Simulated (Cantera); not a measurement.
Cantera run, input and output.

```python
import numpy as np
import cantera as ct

gas = ct.Solution("gri30.yaml")
gas.TPX = 625, 100000, {'CH4': 1, 'O2': 1.43, 'N2': 5.37}
flame = ct.FreeFlame(gas, width=0.04)
flame.set_refine_criteria(ratio=3, slope=0.08, curve=0.16)
flame.transport_model = "mixture-averaged"
flame.solve(loglevel=0, auto=True)
z, T = flame.grid, flame.T
thick = (T[-1] - T[0]) / np.gradient(T, z).max()
show = ['CH4', 'O2', 'C2H2', 'NO', 'CH2', 'N2O']
print(f"laminar burning velocity  {flame.velocity[0] * 100:.3f} cm/s")
print(f"burnt temperature         {T[-1]:.1f} K")
print(f"thermal thickness         {thick * 1e3:.4f} mm")
print(f"grid points               {len(z)}")
z0 = z[flame.heat_release_rate.argmax()]
print(f"{'z/mm':>9s}{'T/K':>9s}{'u/(m/s)':>9s}" + "".join(f"{s:>11s}" for s in show))
rows = []
for k in (-3, -2, -1.5, -1, -0.5, -0.25, 0, 0.25, 0.5, 1, 2, 4, 8):
    zz = z0 + k * thick
    rows.append([k * thick, np.interp(zz, z, T), np.interp(zz, z, flame.velocity),
                 *(np.interp(zz, z, flame.X[gas.species_index(s)]) for s in show)])
    print(f"{rows[-1][0] * 1e3:9.3f}{rows[-1][1]:9.1f}{rows[-1][2]:9.3f}" + "".join(f"{x:11.3e}" for x in rows[-1][3:]))
```

Output:

```
laminar burning velocity  82.804 cm/s
burnt temperature         2207.3 K
thermal thickness         0.4631 mm
grid points               137
     z/mm      T/K  u/(m/s)        CH4         O2       C2H2         NO        CH2        N2O
   -1.389    625.6    0.832  1.277e-01  1.827e-01  5.798e-08  2.199e-09  9.760e-18  8.880e-13
   -0.926    630.5    0.843  1.265e-01  1.814e-01  7.729e-07  2.333e-08  5.465e-15  1.283e-11
   -0.695    648.4    0.872  1.241e-01  1.791e-01  4.639e-06  1.173e-07  5.948e-13  8.291e-11
   -0.463    747.6    1.019  1.149e-01  1.703e-01  4.087e-05  8.741e-07  1.945e-10  8.122e-10
   -0.232   1172.9    1.636  7.857e-02  1.297e-01  3.489e-04  6.389e-06  1.665e-07  7.454e-09
   -0.116   1550.7    2.196  4.398e-02  8.595e-02  8.795e-04  1.354e-05  7.824e-06  1.679e-08
    0.000   1892.7    2.714  1.323e-02  3.923e-02  1.650e-03  2.572e-05  7.147e-05  2.482e-08
    0.116   2065.5    2.973  2.154e-03  1.282e-02  1.146e-03  4.516e-05  7.786e-05  2.348e-08
    0.232   2120.2    3.048  3.135e-04  3.842e-03  4.053e-04  6.712e-05  2.553e-05  2.014e-08
    0.463   2143.9    3.074  1.105e-05  5.820e-04  3.899e-05  9.753e-05  1.475e-06  1.495e-08
    0.926   2156.8    3.087  1.239e-07  2.374e-04  8.342e-07  1.208e-04  1.981e-08  1.053e-08
    1.852   2171.2    3.105  4.806e-10  1.546e-04  3.313e-09  1.319e-04  6.290e-11  7.945e-09
    3.705   2186.5    3.124  1.217e-12  8.390e-05  4.339e-12  1.352e-04  1.003e-13  6.634e-09
```

Detailed kinetics in Cantera: GRI-Mech 3.0 (53 species, 325 reactions). Burning velocities carry a grid error of a few per cent, more on coarse grids.
